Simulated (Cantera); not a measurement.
Cantera with NASA thermochemical tables; ideal gases at 1 bar, condensed phases pure. Values are per mole of reaction as written; species without (g) are pure solids or liquids, kept so even where they would boil at 1 bar.

4 NiS₂ + 3 C₂H₄(g) → 2 C₂H₆(g) + 4 NiS + 2 CS₂(g)

```csv
T (K),ΔH° (kJ),ΔS° (J/K),ΔG° (kJ),log10 K
300,82.7,200.4,22.6,-3.93
600,(withheld),(withheld),(withheld),(withheld)
650,77.3,187.8,-44.7,3.59
700,102.0,225.7,-56.0,4.18
750,101.0,224.4,-67.2,4.68
800,(withheld),(withheld),(withheld),(withheld)
850,99.5,222.4,-89.6,5.50
900,98.9,221.7,-100.7,5.84
950,98.4,221.2,-111.7,6.14
```

Question: What belongs in the gaps?

Answer: 
- 600, ΔH° (kJ): 77.8
- 600, ΔS° (J/K): 188.6
- 600, ΔG° (kJ): -35.3
- 600, log10 K: 3.08
- 800, ΔH° (kJ): 100.2
- 800, ΔS° (J/K): 223.3
- 800, ΔG° (kJ): -78.4
- 800, log10 K: 5.12
